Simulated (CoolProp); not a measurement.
Vapour-liquid equilibrium of R143a (1) + R134a (2) at 41.15 °C; x and y are mole fractions of (1).

Model: multi-fluid Helmholtz-energy mixture model, Lemmon and Jacobsen 2000 and Tillner-Roth 1994; pair parameters Lemmon 2004, in CoolProp.

### Question
Give the bubble pressure and the first vapour's composition at x = 0.05, 0.425, 0.8. Is there an azeotrope?

### Answer
x = 0.05: 1.087 MPa, y = 0.075; x = 0.425: 1.383 MPa, y = 0.526; x = 0.8: 1.701 MPa, y = 0.852. No azeotrope shows between x = 0.05 and 0.95.

The pair parameters rest on a limited set of measurements; away from them the model extrapolates.
